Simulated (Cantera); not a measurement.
A perfectly stirred reactor is fed with CH₄ : C₂H₆ : O₂ : N₂ = 1 : 1 : 4.58 : 13 (molar parts), equivalence ratio 1.2, at 345 Torr; it is adiabatic with a 475 K inlet, and is followed from long to short residence time, starting on the burning branch (τ in s: 0.032, 0.018, 0.01, 0.0058, 0.0033, 0.0019, 0.001, 0.00059, 0.00033, 0.00019, 0.00011, 6e-05, 3.4e-05).

Cantera simulation using GRI-Mech 3.0 (53 species, 325 reactions); the numbers are that mechanism's predictions, not measurements.

x: mole fraction; the columns are a selection and need not sum to one.

| τ (s) | T (K) | x CH₄ | x C₂H₆ | x O₂ | x H | x CH₂CO | x HO₂ |
|---|---|---|---|---|---|---|---|
| 0.032 | 2424 | 3.54e-6 | 3.40e-7 | 0.00376 | 0.00704 | ___ | 7.28e-7 |
| 0.018 | 2405 | 5.45e-6 | 6.01e-7 | 0.00443 | 0.00795 | ___ | 8.16e-7 |
| 0.010 | 2379 | 8.37e-6 | 1.07e-6 | 0.00531 | 0.00918 | ___ | 9.28e-7 |
| 0.0058 | 2350 | 1.25e-5 | 1.82e-6 | 0.00629 | 0.0106 | ___ | 1.05e-6 |
| 0.0033 | 2317 | 1.93e-5 | 3.16e-6 | 0.00742 | 0.0122 | ___ | 1.21e-6 |
| 0.0019 | 2284 | 3.04e-5 | 5.42e-6 | 0.00858 | 0.0138 | ___ | 1.40e-6 |
| 0.0010 | 2247 | 5.32e-5 | 1.02e-5 | 0.0100 | 0.0156 | ___ | 1.69e-6 |
| 0.00059 | 2220 | 8.72e-5 | 1.75e-5 | 0.0114 | 0.0167 | ___ | 2.04e-6 |
| 0.00033 | 2191 | 0.000156 | 3.22e-5 | 0.0133 | 0.0173 | ___ | 2.70e-6 |
| 0.00019 | 2160 | 0.000287 | 6.01e-5 | 0.0162 | 0.0172 | ___ | 4.04e-6 |
| 0.00011 | 2117 | 0.000582 | 0.000122 | 0.0214 | 0.0158 | ___ | 7.69e-6 |
| 6.0e-5 | 475 | 0.0511 | 0.0511 | 0.234 | <1e-12 | <1e-12 | <1e-12 |
| 3.4e-5 | 475 | 0.0511 | 0.0511 | 0.234 | <1e-12 | <1e-12 | <1e-12 |

Problem. What belongs in the gaps?

Solution. 
- 0.032, x CH₂CO: 1.10e-7
- 0.018, x CH₂CO: 1.96e-7
- 0.010, x CH₂CO: 3.52e-7
- 0.0058, x CH₂CO: 6.02e-7
- 0.0033, x CH₂CO: 1.04e-6
- 0.0019, x CH₂CO: 1.76e-6
- 0.0010, x CH₂CO: 3.25e-6
- 0.00059, x CH₂CO: 5.43e-6
- 0.00033, x CH₂CO: 9.77e-6
- 0.00019, x CH₂CO: 1.79e-5
- 0.00011, x CH₂CO: 3.59e-5
